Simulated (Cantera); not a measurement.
Equilibrium for aluminium nitride and oxide growth: Al(CH3)3 + N2O + H2

A closed system holds: 1 mol Al(CH3)3, 12 mol N2O, 21 mol H2, held at 0.218 Torr.

Method: chemical equilibrium by Gibbs-energy minimisation in Cantera with the NASA 1993 tables (ideal gas, pure condensed phases). Candidate condensed phases: Al, AlN, Al2O3, C, C6H6, C7H8, C8H18, H2O; 148 gas species. The feed counts by its element totals alone. The tables' values for AlOH are old estimates; treat these amounts as uncertain. The numbers say what is thermodynamically allowed, not how fast it happens.

From 600 K to 2200 K the condensed part is Al2O3(s).

| T (K) | x H2 | x N2 | x H | x H2O | x CO | x CO2 | x OH | n Al2O3(s) |
|---|---|---|---|---|---|---|---|---|
| 600 | 0.505 | 0.297 | <1e-12 | 0.124 | 0.00918 | 0.0636 | <1e-12 | 0.500 |
| 800 | 0.486 | 0.296 | 1.19e-10 | 0.144 | 0.0329 | 0.0412 | <1e-12 | 0.500 |
| 1000 | 0.469 | 0.296 | 9.13e-8 | 0.161 | 0.0496 | 0.0244 | 6.92e-11 | 0.500 |
| 1200 | 0.460 | 0.296 | 7.86e-6 | 0.170 | 0.0584 | 0.0157 | 2.31e-8 | 0.500 |
| 1400 | 0.455 | 0.296 | 0.000193 | 0.174 | 0.0630 | 0.0111 | 1.46e-6 | 0.500 |
| 1600 | 0.451 | 0.296 | 0.00215 | 0.176 | 0.0655 | 0.00852 | 3.28e-5 | 0.500 |
| 1800 | 0.441 | 0.294 | 0.0140 | 0.176 | 0.0666 | 0.00697 | 0.000369 | 0.500 |
| 2000 | 0.407 | 0.287 | 0.0610 | 0.170 | 0.0657 | 0.00599 | 0.00254 | 0.500 |
| 2200 | 0.321 | 0.265 | 0.188 | 0.142 | 0.0611 | 0.00512 | 0.0116 | 0.495 |
x: gas mole fraction; n: condensed amount in mol.
